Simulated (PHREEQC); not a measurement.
Make-up at 20 °C: 1.2 mol/kgw NaBr, 0.051 mol/kgw Na2B4O7 and 2.1 mol/kgw NaCl. It is in equilibrium with CO2 at log p = -3.5 (atm). Otherwise closed; pH follows from the charge balance.

The numbers come from PHREEQC with the Pitzer model, pitzer.dat.

```tsv
quantity	before	after
pH	8.60	5.24
HCO3- (mol/kgw)	0.00553	2.34e-6
CO3-2 (mol/kgw)	0.00148	2.71e-10
CO2 (mol/kgw)	7.09e-6	7.22e-6
SI of Halite (NaCl)	-0.98	-0.99
SI of Nahcolite (NaHCO3)	-1.86	-5.23
```

Which change was made?
(A) Na2B4O7 from 0.051 to 0.0051 mol/kgw
(B) NaBr left out
(C) Na2B4O7 left out
(D) 1.8 mol/kgw MgBr2 added
(E) diluted 2-fold with water

C, Na2B4O7 left out

This is a speciation only: nothing precipitates in the calculation. In brines, pH and single-ion activities rest on the MacInnes convention.
